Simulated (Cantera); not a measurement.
**Ignition delay**

Mixture: 5.42 % CH3OH, 19.8 % O2, 74.8 % N2, at 10.0 bar, adiabatic and at constant pressure. Ignition delay is the time to a rise of 400 K.

Computed with Cantera and GRI-Mech 3.0 (53 species, 325 reactions). GRI-Mech 3.0 was tuned for natural gas; its chemistry of methanol as a main component is partial and can be far from experiment.

| T0 (K) | delay (ms) |
|---|---|
| 1025 | 58.1 |
| 1075 | 19.2 |
| 1125 | 7.01 |
| 1175 | 2.80 |
| 1225 | 1.21 |
| 1275 | 0.568 |
| 1325 | 0.286 |
| 1375 | 0.154 |
| 1425 | 0.0887 |

```
Item                                                    Result
--------------------------------------------------  ----------
apparent activation energy between 1325 and 1425 K  180 kJ/mol
```
